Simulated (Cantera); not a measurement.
A closed system holds: 1 mol (CH3)2SiCl2, 5.6 mol H2, at 1.00 bar.

These are equilibrium values from Cantera (NASA tables, ideal gas, pure condensed phases), not measurements of a reactor. Candidate condensed phases: C, C6H6, C7H8, C8H18, Si, SiC; 109 gas species. The feed counts by its element totals alone. The tables' values for SiCl3, SiCl are old estimates; treat these amounts as uncertain. Gases not in the tables: Si2H6 and higher silanes. Kinetics and transport are ignored. All values below are at 2198 K.

Base state: H2 0.795, HCl 0.188, SiCl2 0.00915, H 0.00496, C2H2 (acetylene) 0.00201, Cl 0.000854, SiCl3 0.000235, CH4 0.000167 (mole fractions); condensed: C(graphite) + SiC(s).

Task: What changes in the equilibrium state with this change: pressure from 1.00 bar to 10.0 mbar?

Result: 
| species | before | after |
|---|---|---|
| H2 | 0.795 | 0.752 |
| HCl | 0.188 | 0.175 |
| H | 0.00496 | 0.0483 |
| SiCl2 | 0.00915 | 0.00843 |
| SiHCl3 | 1.25e-5 | 1.07e-7 |
| CH4 | 0.000167 | 1.49e-6 |
| Si2C | 2.25e-6 | 0.000225 |
| SiC2 | 3.68e-6 | 0.000368 |
| Si | 3.86e-5 | 0.00386 |
| C(graphite), mol | 1.05 | 1.09 |
| SiC(s), mol | 0.908 | 0.858 |
The tables' values for SiCl, SiCl3 are old estimates; treat these amounts as uncertain.
